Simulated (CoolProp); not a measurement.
Vapour-liquid equilibrium of toluene (1) + n-dodecane (2) at 236.65 °C; x and y are mole fractions of (1).

Values from CoolProp's multi-fluid Helmholtz-energy mixture model, Lemmon 2006 and Lemmon 2004; pair parameters Bell 2016.

```tsv
x	bubble pressure (MPa)	y at the bubble point	dew pressure at overall composition x (MPa)	liquid density (mol/L)
0.05	0.1984	0.213	0.1682	3.467
0.2	0.3333	0.581	0.1957	3.777
0.35	0.4931	0.757	0.2337	4.137
0.5	0.6701	0.853	0.2899	4.559
0.65	0.8613	0.914	0.3816	5.065
0.8	1.068	0.957	0.5596	5.682
0.95	1.292	0.990	1.029	6.455
```

No azeotrope shows between x = 0.05 and 0.95.

The pair parameters rest on a limited set of measurements; away from them the model extrapolates.
